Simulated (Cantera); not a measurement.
A perfectly stirred reactor is fed with CH4 : C2H6 : O2 : N2 = 1 : 1.2 : 3.88 : 14.6 (molar parts), equivalence ratio 1.6, at 0.987 atm; it is adiabatic with a 723 K inlet, and is followed from long to short residence time, starting on the burning branch (τ in s: 0.035, 0.019, 0.01, 0.0057, 0.0032, 0.0017, 0.00095, 0.00052, 0.00029, 0.00016, 8.6e-05, 4.7e-05, 2.6e-05).

Detailed kinetics in Cantera: GRI-Mech 3.0 (53 species, 325 reactions).

Question: Predict: blow-out, bracketed by the residence times tried; x(CH4) at τ = 35.0 ms; x(C2H6) at τ = 35.0 ms; x(O2) at τ = 35.0 ms; x(H) at τ = 35.0 ms; x(CH2CO) at τ = 35.0 ms; x(CH4) at τ = 0.950 ms; x(C2H6) at τ = 0.950 ms; x(O2) at τ = 0.950 ms; x(H) at τ = 0.950 ms; x(CH2CO) at τ = 0.950 ms.

Answer: 
| Quantity | Result |
|---|---|
| blow-out, bracketed by the residence times tried | burning at 0.160 ms, out at 86.0 µs |
| x(CH4) at τ = 35.0 ms | 9.65e-5 |
| x(C2H6) at τ = 35.0 ms | 8.60e-7 |
| x(O2) at τ = 35.0 ms | 0.000105 |
| x(H) at τ = 35.0 ms | 0.00306 |
| x(CH2CO) at τ = 35.0 ms | 6.85e-7 |
| x(CH4) at τ = 0.950 ms | 0.000809 |
| x(C2H6) at τ = 0.950 ms | 2.69e-5 |
| x(O2) at τ = 0.950 ms | 0.00202 |
| x(H) at τ = 0.950 ms | 0.00497 |
| x(CH2CO) at τ = 0.950 ms | 1.48e-5 |
